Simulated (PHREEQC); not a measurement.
## Copper plating or etch bath: speciation

Consider water at 55 °C with 8.6 mmol/kgw Cu(BF4)2, 4.2 mmol/kgw HBF4 and 35 mmol/kgw H3BO3. Closed to the air; pH follows from the charge balance.

All values are PHREEQC results (ion-association model, phreeqc.dat), not measurements.

This is a speciation only: nothing precipitates in the calculation.

Problem. Predict the pH, ionic strength.

Solution. pH 2.37; ionic strength 0.0306 mol/kgw.

Problem. In which forms is F present?

Solution. BF4- 81 %, BF3OH- 8.2 %, HF 5.8 %, BF2(OH)2- 4.4 %, F- 0.6 % of the F.

Complexes and solids missing from the database can't appear. Constants without temperature data keep their 25 °C values here. Real BF4- forms and hydrolyses slowly; the run takes it at equilibrium.
